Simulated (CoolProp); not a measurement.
Vapour-liquid equilibrium of CH2F2 (R32) (1) + R134a (2) at 0.75 MPa; x and y are mole fractions of (1).

Computed with CoolProp (multi-fluid Helmholtz-energy mixture model, Tillner-Roth 1997 and Tillner-Roth 1994; pair parameters Lemmon 2004).

Question: Give the bubble temperature and the first vapour's composition at x = 0.05, 0.2, 0.95. Is there an azeotrope?

Answer: x = 0.05: 299.8 K, y = 0.102; x = 0.2: 293.4 K, y = 0.355; x = 0.95: 271.7 K, y = 0.978. No azeotrope shows between x = 0.05 and 0.95.

The pair parameters rest on a limited set of measurements; away from them the model extrapolates.
